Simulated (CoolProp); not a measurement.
The numbers come from the reference Helmholtz-energy equation of state, Lemmon 2006 in CoolProp. It is a short technical equation, of lower accuracy than the large ones.

Q: Give the vapour pressure (bar), vapour density (kg/m³), enthalpy of vaporisation (kJ/kg), liquid cp (kJ/(kg K)) of saturated carbon monoxide at -176.25, -164.15, -161.15 °C.

A: 
| T (°C) | p (bar) | vapour density (kg/m³) | enthalpy of vaporisation (kJ/kg) | liquid cp (kJ/(kg K)) |
|---|---|---|---|---|
| -176.25 | 4.30 | 16.9 | 190 | 2.26 |
| -164.15 | 10.0 | 39.1 | 164 | 2.52 |
| -161.15 | 12.0 | 47.4 | 156 | 2.64 |
